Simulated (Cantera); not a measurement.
## Silicon nitride deposition: trisilylamine + N2 + H2 + H2O

Input: 1 mol trisilylamine, 0.91 mol N2, 5.6 mol H2, 0.044 mol H2O, equilibrated at 15.0 mbar.

Equilibrium computed with Cantera from the NASA thermochemical tables; the gas is ideal and each condensed phase is pure. Candidate condensed phases: H2O, Si, SiO2, Si2N2O, Si3N4; 35 gas species. The feed counts by its element totals alone. Mutual solubility and eutectic melting of coexisting phases are not modelled. The tables' values for SiN are old estimates; treat these amounts as uncertain. Gases not in the tables: Si2H6 and higher silanes. Equilibrium is a limit: real reactors are often held back by kinetics, nucleation or transport.

From 902 °C to 1402 °C the condensed part is Si(s) + Si2N2O(s) + Si3N4(s). From 1502 °C to 1702 °C the condensed part is Si(l).

```json
[
 {"T (°C)": "902", "log p H2": "-1.82", "log p N2": "-7.89", "log p H": "-7.82", "log p SiO": "-10.47", "log p Si": "-12.27", "n Si(s)": "0.863", "n Si2N2O(s)": "0.0440", "n Si3N4(s)": "0.683", "n Si(l)": "0"},
 {"T (°C)": "1002", "log p H2": "-1.82", "log p N2": "-6.60", "log p H": "-7.04", "log p SiO": "-8.87", "log p Si": "-10.71", "n Si(s)": "0.863", "n Si2N2O(s)": "0.0440", "n Si3N4(s)": "0.683", "n Si(l)": "0"},
 {"T (°C)": "1102", "log p H2": "-1.82", "log p N2": "-5.49", "log p H": "-6.38", "log p SiO": "-7.51", "log p Si": "-9.39", "n Si(s)": "0.866", "n Si2N2O(s)": "0.0440", "n Si3N4(s)": "0.682", "n Si(l)": "0"},
 {"T (°C)": "1202", "log p H2": "-1.82", "log p N2": "-4.54", "log p H": "-5.80", "log p SiO": "-6.33", "log p Si": "-8.24", "n Si(s)": "0.892", "n Si2N2O(s)": "0.0437", "n Si3N4(s)": "0.673", "n Si(l)": "0"},
 {"T (°C)": "1302", "log p H2": "-1.83", "log p N2": "-3.71", "log p H": "-5.30", "log p SiO": "-5.31", "log p Si": "-7.24", "n Si(s)": "1.06", "n Si2N2O(s)": "0.0406", "n Si3N4(s)": "0.619", "n Si(l)": "0"},
 {"T (°C)": "1402", "log p H2": "-1.86", "log p N2": "-2.99", "log p H": "-4.86", "log p SiO": "-4.41", "log p Si": "-6.36", "n Si(s)": "1.97", "n Si2N2O(s)": "0.0159", "n Si3N4(s)": "0.323", "n Si(l)": "0"},
 {"T (°C)": "1502", "log p H2": "-1.88", "log p N2": "-2.74", "log p H": "-4.48", "log p SiO": "-4.25", "log p Si": "-5.66", "n Si(s)": "0", "n Si2N2O(s)": "0", "n Si3N4(s)": "0", "n Si(l)": "2.95"},
 {"T (°C)": "1602", "log p H2": "-1.88", "log p N2": "-2.74", "log p H": "-4.13", "log p SiO": "-4.25", "log p Si": "-5.04", "n Si(s)": "0", "n Si2N2O(s)": "0", "n Si3N4(s)": "0", "n Si(l)": "2.95"},
 {"T (°C)": "1702", "log p H2": "-1.89", "log p N2": "-2.74", "log p H": "-3.81", "log p SiO": "-4.25", "log p Si": "-4.49", "n Si(s)": "0", "n Si2N2O(s)": "0", "n Si3N4(s)": "0", "n Si(l)": "2.93"}
]
```
log p: log10 of the partial pressure in bar; n: condensed amount in mol.
